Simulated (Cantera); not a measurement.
A freely propagating, adiabatic, planar premixed flame of CH₄ : CO : O₂ : N₂ = 1 : 0.13 : 2.06 : 7.76 (molar parts), equivalence ratio 1.0, unburnt at 448 K and 10.0 bar; mixture-averaged transport, grid criteria slope 0.08 and curve 0.16, no radiation.

Model: GRI-Mech 3.0 (53 species, 325 reactions), integrated in Cantera. Burning velocities carry a grid error of a few per cent, more on coarse grids.

Task: How do the results move with these cheaper or finer settings: unity-Lewis-number transport; multicomponent transport; multicomponent+Soret transport; grid criteria slope 0.5, curve 1; grid criteria slope 0.25, curve 0.5; grid criteria slope 0.03, curve 0.06?

Result: 
```tsv
setting	laminar burning velocity	thermal thickness	peak x(CH₂O)	peak x(CH₃)	grid points
as above	30.4 cm/s	0.0785 mm	0.00143	0.00135	141
unity-Lewis-number transport	25.3 cm/s	0.0857 mm	0.000911	0.00132	134
multicomponent transport	30.7 cm/s	0.0794 mm	0.00143	0.00136	141
multicomponent+Soret transport	30.3 cm/s	0.0798 mm	0.00141	0.00134	141
grid criteria slope 0.5, curve 1	33.7 cm/s	0.0858 mm	0.00145	0.00128	34
grid criteria slope 0.25, curve 0.5	31.1 cm/s	0.0812 mm	0.00142	0.00132	58
grid criteria slope 0.03, curve 0.06	29.9 cm/s	0.0779 mm	0.00142	0.00135	329
```
The base run took roughly 24 core-seconds.
Unity Lewis numbers drop preferential diffusion, which matters most where H2 and H carry the flame; Soret adds thermal diffusion.
